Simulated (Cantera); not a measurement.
A Cantera script and what it prints.

```python
import numpy as np
import cantera as ct

gas_names = """
    CL CL2 H HCL H2 Si SiCL SiCL2 SiCL3 SiCL4 SiH SiHCL3 SiH2 SiH2CL2 SiH3 SiH3CL SiH4 Si2 Si3
""".split()
cond_names = """
    Si(cr) Si(L)
""".split()


# ... load() reads the species with a 1 bar reference pressure and builds the phases ...
atoms = {
    'SiCl4': {'Si': 1, 'CL': 4},
    'Cl2': {'CL': 2},
    'H2': {'H': 2},
}
top_T = {}  # K; cautious upper limits of use, not melting points


# ... equilibrate(T, P, feed) seeds the gas with the atoms and calls Mixture.equilibrate('TP', solver="vcs", rtol=1e-11, max_steps=5000) ...
results = []
feed = {'SiCl4': 1, 'Cl2': 1.6, 'H2': 9.3}  # mol
T = 1025  # K
P = 10000  # Pa
mix = equilibrate(T, P, feed)
results.append((T, P, feed, dict(zip(mix.species_names, mix.species_moles))))
x = sorted(zip(gas.X, gas.species_names), reverse=True)
print(f"T = {T:g} K  P = {P:g} Pa  gas = {mix.phase_moles(0):.4g} mol")
print("   x: " + "  ".join(f"{s} {v:.3e}" for v, s in x if v > 0.0001))
print("   condensed (mol): " + ("  ".join(f"{mix.phase(i).name} {mix.phase_moles(i):.4g}"
      for i in range(1, mix.n_phases) if mix.phase_moles(i) > 1e-12) or "none"))
```

Result:

```
T = 1025 K  P = 10000 Pa  gas = 11.9 mol
   x: H2 6.452e-01  HCL 2.707e-01  SiCL4 8.218e-02  SiHCL3 1.683e-03  SiCL3 1.577e-04
   condensed (mol): none
```

Equilibrium computed with Cantera from the NASA thermochemical tables; the gas is ideal and each condensed phase is pure. The tables' values for SiCl3 are old estimates; treat these amounts as uncertain.
